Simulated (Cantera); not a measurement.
**MgO + H2O + N2 (chemical vapour transport)**

A closed system holds: 1 mol MgO, 0.022 mol H2O, 9.4 mol N2, equilibrated at 1225 °C and 24.8 Torr.

These are equilibrium values from Cantera (NASA tables, ideal gas, pure condensed phases), not measurements of a reactor. Candidate condensed phases: H2O, Mg, MgO, Mg(OH)2; 31 gas species. Rates play no part.

```
Quantity                             Result
--------------------------------  ---------
x(N2)                                 0.998
x(H2O)                              0.00232
x(H2)                               1.29e-5
x(NO)                               5.45e-6
x(O2)                               3.35e-6
x(OH)                               1.74e-6
n(MgO(s))                          1.00 mol
gas amount                        9.422 mol
log10 activity of Mg(l) (absent)     -11.71
```
